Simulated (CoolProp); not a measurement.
n-octane at several states: Z from the reference equation and from simpler models built on Tc = 568.7 K, pc = 2.484 MPa, ω = 0.398; each cubic takes its own stable root.

Values from CoolProp's reference Helmholtz-energy equation of state, Beckmüller 2019.

```tsv
T (K)	p (MPa)	phase	reference
408.9	0.057	gas	0.9720
259.1	0.0729	liquid	0.005297
468.1	14.2	liquid	0.7196
567.2	0.216	gas	0.9675
420	0.0125	gas	0.9946
442.1	0.302	liquid	0.01655
```

Problem. How far does each simpler model (van der Waals, Redlich-Kwong, Peng-Robinson) lie from the reference over these 6 states: mean and median of the absolute difference, and the worst?

Solution. 
- van der Waals: mean 943.6 %, median 29.5 %, worst +5520.5 % at 442.1 K and 0.302 MPa
- Redlich-Kwong: mean 905.6 %, median 8.3 %, worst +5394.9 % at 442.1 K and 0.302 MPa
- Peng-Robinson: mean 1.5 %, median 0.3 %, worst +5.2 % at 259.1 K and 0.0729 MPa

At some of these states van der Waals, Redlich-Kwong gives the other phase, because its saturation line lies elsewhere.
